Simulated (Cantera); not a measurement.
## Equilibrium for fluorocarbon and chlorocarbon gases: C2F6 + F2

Charge: 1 mol C2F6, 0.8 mol F2, equilibrated at 2100 Pa.

Method: chemical equilibrium by Gibbs-energy minimisation in Cantera with the NASA 1993 tables (ideal gas, pure condensed phases). Candidate condensed phases: C; 13 gas species. The feed counts by its element totals alone. Gases not in the tables: C2F6 and larger saturated fluorocarbons. Equilibrium is a limit: real reactors are often held back by kinetics, nucleation or transport.

| T (°C) | x CF4 | x F | x CF2 | x CF | x C3 | x C | x CF3 | x C2 | n C(graphite) |
|---|---|---|---|---|---|---|---|---|---|
| 677 | 1.00 | 1.51e-11 | 6.23e-10 | <1e-12 | <1e-12 | <1e-12 | 2.10e-9 | <1e-12 | 0.100 |
| 877 | 1.000 | 1.59e-8 | 3.13e-7 | <1e-12 | <1e-12 | <1e-12 | 3.20e-7 | <1e-12 | 0.1000 |
| 1077 | 1.000 | 2.13e-6 | 2.44e-5 | 7.80e-11 | <1e-12 | <1e-12 | 1.09e-5 | <1e-12 | 0.1000 |
| 1277 | 0.999 | 8.11e-5 | 0.000607 | 2.06e-8 | <1e-12 | <1e-12 | 0.000148 | <1e-12 | 0.0994 |
| 1477 | 0.990 | 0.00134 | 0.00712 | 1.51e-6 | 1.13e-12 | 3.06e-12 | 0.00109 | <1e-12 | 0.0933 |
| 1677 | 0.934 | 0.0123 | 0.0486 | 4.45e-5 | 3.73e-10 | 4.80e-10 | 0.00512 | 3.13e-11 | 0.0556 |
| 1877 | 0.764 | 0.0926 | 0.130 | 0.000319 | 2.14e-9 | 1.10e-8 | 0.0125 | 4.94e-10 | 0 |
| 2077 | 0.343 | 0.392 | 0.246 | 0.00172 | 2.08e-8 | 1.94e-7 | 0.0174 | 8.48e-9 | 0 |
| 2277 | 0.0303 | 0.622 | 0.327 | 0.0118 | 6.27e-6 | 7.74e-6 | 0.00846 | 1.17e-6 | 0 |
| 2477 | 0.00130 | 0.707 | 0.242 | 0.0462 | 0.000803 | 0.000180 | 0.00203 | 7.77e-5 | 0.207 |
| 2677 | 4.93e-5 | 0.801 | 0.105 | 0.0833 | 0.00864 | 0.00149 | 0.000337 | 0.000869 | 0.484 |
| 2877 | 1.60e-6 | 0.817 | 0.0335 | 0.102 | 0.0347 | 0.00751 | 4.29e-5 | 0.00454 | 0 |
| 3077 | 5.51e-8 | 0.839 | 0.00855 | 0.0833 | 0.0378 | 0.0214 | 4.91e-6 | 0.00913 | 0 |
x: gas mole fraction; n: condensed amount in mol.

From 677 °C to 1677 °C the condensed part is C(graphite). From 1877 °C to 2277 °C nothing is condensed. From 2477 °C to 2677 °C the condensed part is C(graphite). From 2877 °C to 3077 °C nothing is condensed. The main C-bearing gas is CF4 at 677 °C and C3 at 3077 °C.
